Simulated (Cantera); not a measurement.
A perfectly stirred reactor is fed with CO : O₂ : H₂O : N₂ = 0.005 : 0.03 : 0.00011 : 1 (molar parts), equivalence ratio 0.083, at 6.30 bar; it is held at 1125 K, and followed from long to short residence time.

Detailed kinetics in Cantera: GRI-Mech 3.0 (53 species, 325 reactions).

One state of this run: x CO = 0.00282; x O₂ = 0.0280; x H₂O = 0.000106; x H = 1.09e-9; x OH = 1.58e-8; x NO = 1.72e-8; x H₂ = 1.46e-7. x: mole fraction; the columns are a selection and need not sum to one.

Problem. Which value of τ (s) does it belong to?
A) 0.082
B) 0.0042
C) 0.0016
D) 1.6

Solution. D, 1.6
